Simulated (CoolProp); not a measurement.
Vapour-liquid equilibrium of nitrogen (1) + carbon monoxide (2) at -195.75 °C; x and y are mole fractions of (1).

Model: multi-fluid Helmholtz-energy mixture model, Span 2000 and Lemmon 2006; pair parameters Gernert 2013, in CoolProp.

### Question
Give the bubble pressure and the first vapour's composition at x = 0.05, 0.75, 0.85. Is there an azeotrope?

### Answer
x = 0.05: 63.21 kPa, y = 0.086; x = 0.75: 93.51 kPa, y = 0.823; x = 0.85: 96.99 kPa, y = 0.895. No azeotrope shows between x = 0.05 and 0.95.

Pair parameters are fitted to limited data, so mixtures are less certain than the pure fluids.
